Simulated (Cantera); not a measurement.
Input (Python, Cantera) and output of one run.

```python
import numpy as np
import cantera as ct

gas_names = """
    H HNO HNO2 HNO3 HO2 H2 H2O H2O2 N NH NH2 NH3 NH2OH NO NO2 NO3 N2 N2H2 N2H4 N2O O OH O2 O3
""".split()
cond_names = """
    H2O(s) H2O(L)
""".split()


def load(file, names, dense=False):
    # The tables refer to 1 bar. Condensed volumes are neglected.
    table = {s.name: s for s in ct.Species.list_from_file(file)}
    out = []
    for n in names:
        d = dict(table[n].input_data)
        d["thermo"] = dict(d["thermo"], **{"reference-pressure": 1e5})
        if dense:
            d["equation-of-state"] = {"model": "constant-volume", "density": "1e6 g/cm^3"}
        out.append(ct.Species.from_dict(d))
    return out


gas = ct.Solution(thermo="ideal-gas", species=load("nasa_gas.yaml", gas_names))
cond = {s.name: ct.Solution(thermo="fixed-stoichiometry", species=[s], name=s.name)
        for s in load("nasa_condensed.yaml", cond_names, dense=True)}
atoms = {
    'N2O': {'N': 2, 'O': 1},
    'H2O': {'H': 2, 'O': 1},
    'H2': {'H': 2},
}
top_T = {}  # K; cautious upper limits of use, not melting points


def equilibrate(T, P, feed):
    n = {}
    for name, mol in feed.items():
        for a, k in atoms[name].items():
            n[a] = n.get(a, 0.0) + k * mol
    gas.TPX = T, P, n
    mass = sum(n.values()) * gas.mean_molecular_weight
    gas.equilibrate("TP")
    valid = [c for c in cond.values() if c.min_temp <= T <= top_T.get(c.name, c.max_temp)]
    mix = ct.Mixture([(gas, mass / gas.mean_molecular_weight)] + [(c, 0.0) for c in valid])
    mix.T, mix.P = T, P
    mix.equilibrate("TP", solver="vcs", rtol=1e-11, max_steps=5000)
    return mix


results = []
feed = {'N2O': 1, 'H2O': 8.9, 'H2': 1.4}  # mol
P = 1333.22  # Pa
for T in [925, 1025, 1125, 1225, 1325, 1425, 1525, 1625, 1725, 1825, 1925, 2025, 2125, 2225]:
    mix = equilibrate(T, P, feed)
    results.append((T, P, feed, dict(zip(mix.species_names, mix.species_moles))))

top = {s: max(r[3][s] / sum(r[3][g] for g in gas_names) for r in results) for s in gas_names}
cols = sorted((s for s in top if top[s] > 0.0001), key=lambda s: -top[s])[:8]
seen = [c for c in cond_names if any(r[3].get(c, 0) > 1e-12 for r in results)]
print("log10 of partial pressures in bar; condensed amounts in mol")
print(f"{'T/K':>10s}" + "".join(f"{s[:9]:>10s}" for s in cols + seen))
for T, P, feed, n in results:
    ng = sum(n[g] for g in gas_names)
    print(f"{T:10.4g}" + "".join(f"{np.log10(max(n[s] / ng * P / 1e5, 1e-99)):10.3f}" for s in cols)
          + "".join(f"{n.get(c, 0):10.4g}" for c in seen))
```

It prints:

```
log10 of partial pressures in bar; condensed amounts in mol
       T/K       H2O        N2        H2        OH        O2         H         O        NO
       925    -1.933    -2.928    -3.326   -12.781   -19.427   -11.247   -20.587   -15.679
      1025    -1.933    -2.928    -3.326   -11.204   -16.698   -10.024   -17.831   -13.811
      1125    -1.933    -2.928    -3.326    -9.905   -14.449    -9.015   -15.560   -12.272
      1225    -1.933    -2.928    -3.326    -8.817   -12.562    -8.169   -13.657   -10.982
      1325    -1.933    -2.928    -3.326    -7.892   -10.958    -7.449   -12.039    -9.885
      1425    -1.933    -2.928    -3.326    -7.096    -9.576    -6.829   -10.646    -8.941
      1525    -1.933    -2.928    -3.326    -6.404    -8.373    -6.289    -9.434    -8.120
      1625    -1.933    -2.928    -3.326    -5.797    -7.318    -5.814    -8.370    -7.400
      1725    -1.933    -2.928    -3.325    -5.261    -6.387    -5.393    -7.430    -6.764
      1825    -1.934    -2.929    -3.318    -4.787    -5.570    -5.015    -6.598    -6.204
      1925    -1.937    -2.930    -3.292    -4.374    -4.880    -4.666    -5.874    -5.723
      2025    -1.944    -2.933    -3.228    -4.026    -4.348    -4.330    -5.266    -5.336
      2125    -1.958    -2.939    -3.128    -3.740    -3.968    -4.004    -4.766    -5.038
      2225    -1.981    -2.948    -3.010    -3.503    -3.692    -3.694    -4.346    -4.804
```

Method: chemical equilibrium by Gibbs-energy minimisation in Cantera with the NASA 1993 tables (ideal gas, pure condensed phases).
